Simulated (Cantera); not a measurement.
What does this Cantera script print?

```python
import numpy as np
import cantera as ct

gas_names = """
    H HO2 H2 H2O H2O2 Nb NbO NbO2 O OH O2 O3
""".split()
cond_names = """
    H2O(s) H2O(L) Nb(cr) Nb(L) NbO(s) NbO(L) NbO2(I) NbO2(II) NbO2(III) NbO2(L) Nb2O5(s) Nb2O5(L)
""".split()


def load(file, names, dense=False):
    # The tables refer to 1 bar. Condensed volumes are neglected.
    table = {s.name: s for s in ct.Species.list_from_file(file)}
    out = []
    for n in names:
        d = dict(table[n].input_data)
        d["thermo"] = dict(d["thermo"], **{"reference-pressure": 1e5})
        if dense:
            d["equation-of-state"] = {"model": "constant-volume", "density": "1e6 g/cm^3"}
        out.append(ct.Species.from_dict(d))
    return out


gas = ct.Solution(thermo="ideal-gas", species=load("nasa_gas.yaml", gas_names))
cond = {s.name: ct.Solution(thermo="fixed-stoichiometry", species=[s], name=s.name)
        for s in load("nasa_condensed.yaml", cond_names, dense=True)}
atoms = {
    'Nb2O5': {'Nb': 2, 'O': 5},
    'H2': {'H': 2},
}
top_T = {}  # K; cautious upper limits of use, not melting points


def equilibrate(T, P, feed):
    n = {}
    for name, mol in feed.items():
        for a, k in atoms[name].items():
            n[a] = n.get(a, 0.0) + k * mol
    gas.TPX = T, P, n
    mass = sum(n.values()) * gas.mean_molecular_weight
    gas.equilibrate("TP")
    valid = [c for c in cond.values() if c.min_temp <= T <= top_T.get(c.name, c.max_temp)]
    mix = ct.Mixture([(gas, mass / gas.mean_molecular_weight)] + [(c, 0.0) for c in valid])
    mix.T, mix.P = T, P
    mix.equilibrate("TP", solver="vcs", rtol=1e-11, max_steps=5000)
    return mix


results = []
feed = {'Nb2O5': 1, 'H2': 59}  # mol
T = 1123  # K
P = 101325  # Pa
mix = equilibrate(T, P, feed)
results.append((T, P, feed, dict(zip(mix.species_names, mix.species_moles))))
print(gas.report(threshold=0.0001))
for i in range(1, mix.n_phases):
    print(f"{mix.phase(i).name:16s} {mix.phase_moles(i):12.5e} mol")
```

Output:

```
       temperature   1123 K
          pressure   1.0133e+05 Pa
           density   0.0241 kg/m^3
  mean mol. weight   2.2208 kg/kmol
   phase of matter   gas

                          1 kg             1 kmol
                     ---------------   ---------------
          enthalpy        9.6465e+06        2.1423e+07  J
   internal energy        5.4421e+06        1.2086e+07  J
           entropy             77042         1.711e+05  J/K
    Gibbs function       -7.6872e+07       -1.7072e+08  J
 heat capacity c_p             13912             30897  J/K
 heat capacity c_v             10169             22583  J/K

                      mass frac. Y      mole frac. X     chem. pot. / RT
                     ---------------   ---------------   ---------------
                H2           0.89615            0.9872           -17.801
               H2O           0.10385          0.012802           -55.484
     [  +10 minor]        1.9101e-08        4.2039e-08

Nb(cr)            0.00000e+00 mol
NbO(s)            0.00000e+00 mol
NbO2(II)          1.51061e+00 mol
Nb2O5(s)          2.44694e-01 mol
```

Cantera equilibrium calculation (NASA polynomials, part measured and part estimated; ideal gas, pure solids and liquids). Mutual solubility and eutectic melting of coexisting phases are not modelled. Condensed phases not in the tables: the oxides between NbO2 and Nb2O5.
